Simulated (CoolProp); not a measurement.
Saturation properties of cyclopentane (Tc = 511.7 K, pc = 45.83 bar, ω = 0.202).

Model: reference Helmholtz-energy equation of state, Gedanitz 2015, in CoolProp.

```json
[
 {"T (K)": "311.8", "p (bar)": "0.7054", "liquid density (kg/m³)": "726.7", "vapour density (kg/m³)": "1.961", "enthalpy of vaporisation (kJ/kg)": "397.1", "liquid cp (kJ/(kg K))": "1.879", "surface tension (mN/m)": "19.9"},
 {"T (K)": "326.1", "p (bar)": "1.142", "liquid density (kg/m³)": "712.0", "vapour density (kg/m³)": "3.073", "enthalpy of vaporisation (kJ/kg)": "386.6", "liquid cp (kJ/(kg K))": "1.954", "surface tension (mN/m)": "18.0"},
 {"T (K)": "340.5", "p (bar)": "1.772", "liquid density (kg/m³)": "696.6", "vapour density (kg/m³)": "4.633", "enthalpy of vaporisation (kJ/kg)": "375.4", "liquid cp (kJ/(kg K))": "2.032", "surface tension (mN/m)": "16.1"},
 {"T (K)": "354.8", "p (bar)": "2.633", "liquid density (kg/m³)": "680.8", "vapour density (kg/m³)": "6.728", "enthalpy of vaporisation (kJ/kg)": "363.6", "liquid cp (kJ/(kg K))": "2.113", "surface tension (mN/m)": "14.2"},
 {"T (K)": "369.1", "p (bar)": "3.782", "liquid density (kg/m³)": "664.3", "vapour density (kg/m³)": "9.495", "enthalpy of vaporisation (kJ/kg)": "351.1", "liquid cp (kJ/(kg K))": "2.197", "surface tension (mN/m)": "12.5"},
 {"T (K)": "383.4", "p (bar)": "5.273", "liquid density (kg/m³)": "647.0", "vapour density (kg/m³)": "13.08", "enthalpy of vaporisation (kJ/kg)": "337.6", "liquid cp (kJ/(kg K))": "2.285", "surface tension (mN/m)": "10.8"},
 {"T (K)": "397.8", "p (bar)": "7.179", "liquid density (kg/m³)": "628.7", "vapour density (kg/m³)": "17.72", "enthalpy of vaporisation (kJ/kg)": "322.8", "liquid cp (kJ/(kg K))": "2.377", "surface tension (mN/m)": "9.13"},
 {"T (K)": "412.1", "p (bar)": "9.537", "liquid density (kg/m³)": "609.4", "vapour density (kg/m³)": "23.57", "enthalpy of vaporisation (kJ/kg)": "306.9", "liquid cp (kJ/(kg K))": "2.476", "surface tension (mN/m)": "7.58"},
 {"T (K)": "426.4", "p (bar)": "12.42", "liquid density (kg/m³)": "588.8", "vapour density (kg/m³)": "31.00", "enthalpy of vaporisation (kJ/kg)": "289.3", "liquid cp (kJ/(kg K))": "2.584", "surface tension (mN/m)": "6.11"},
 {"T (K)": "440.7", "p (bar)": "15.91", "liquid density (kg/m³)": "566.5", "vapour density (kg/m³)": "40.48", "enthalpy of vaporisation (kJ/kg)": "269.6", "liquid cp (kJ/(kg K))": "2.711", "surface tension (mN/m)": "4.74"},
 {"T (K)": "455", "p (bar)": "20.08", "liquid density (kg/m³)": "541.8", "vapour density (kg/m³)": "52.73", "enthalpy of vaporisation (kJ/kg)": "247.2", "liquid cp (kJ/(kg K))": "2.870", "surface tension (mN/m)": "3.47"},
 {"T (K)": "469.4", "p (bar)": "25.06", "liquid density (kg/m³)": "513.3", "vapour density (kg/m³)": "69.16", "enthalpy of vaporisation (kJ/kg)": "220.7", "liquid cp (kJ/(kg K))": "3.102", "surface tension (mN/m)": "2.31"}
]
```

It boils at 322.4 K under 1 atm.

Surface tension comes from a separate correlation (Mulero 2014).
